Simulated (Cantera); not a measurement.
Input: 1 mol PbO, 1.1 mol CH4, 10 mol H2, at 600 °C.

Method: chemical equilibrium by Gibbs-energy minimisation in Cantera with the NASA 1993 tables (ideal gas, pure condensed phases). Candidate condensed phases: C, C6H6, C7H8, C8H18, H2O, Pb, PbO, PbO2, Pb3O4; 113 gas species. Rates play no part.

At 10.0 mbar, list the 6 most abundant gas species with their mole fractions, and the condensed phases.

H2 0.920, CO 0.0723, CH4 0.00379, H2O 0.00282, CO2 0.000591, Pb 6.39e-5. Condensed: C(graphite) + Pb(l).
